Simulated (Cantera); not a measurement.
A closed system holds: 1 mol MgCO₃, 3.7 mol H₂O, held at 1248 K and 1.00 bar.

Cantera equilibrium calculation (NASA polynomials, part measured and part estimated; ideal gas, pure solids and liquids). Candidate condensed phases: C, C₆H₆, C₇H₈, C₈H₁₈, H₂O, Mg, MgCO₃, MgO, Mg(OH)₂; 116 gas species. Equilibrium is a limit: real reactors are often held back by kinetics, nucleation or transport.

Base state: H₂O 0.787, CO₂ 0.213, H₂ 1.00e-5 (mole fractions); condensed: MgO(s).

Q: What changes in the equilibrium state with this change: 0.0083 mol CH₄ added?

A: 
```json
[
 {"species": "H₂O", "before": "0.787", "after": "0.782"},
 {"species": "CO₂", "before": "0.213", "after": "0.211"},
 {"species": "H₂", "before": "1.00e-5", "after": "0.00494"},
 {"species": "CO", "before": "4.21e-6", "after": "0.00208"},
 {"species": "MgO(s), mol", "before": "1.00", "after": "1.00"}
]
```
